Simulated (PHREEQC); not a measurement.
Dissolve 0.064 mol Na2HAsO4, 0.051 mol H3PO4 and 0.0001 mol ZnSO4 per kg of water at 25 °C. Closed to the air; pH follows from the charge balance.

The numbers come from PHREEQC with the ion-association model, wateq4f.dat.

Precipitation was switched off in this run.

Q: Order these S species by the share of S that they hold, largest first: NaSO4-, ZnSO4, SO4-2.

A: SO4-2 (82 %), NaSO4- (17 %), ZnSO4 (0.22 %)

The pH is 5.92 and the ionic strength 0.141 mol/kgw. The solution is supersaturated, for example in Zn3(PO4)2:4w, so a real one may precipitate; this is no full list. Complexes and solids missing from the database can't appear. H3PO4, which wateq4f.dat lacks, is added to it with the constant of phreeqc.dat. The database has no phosphate complexes of Zn. The database has no arsenate complexes of Zn.
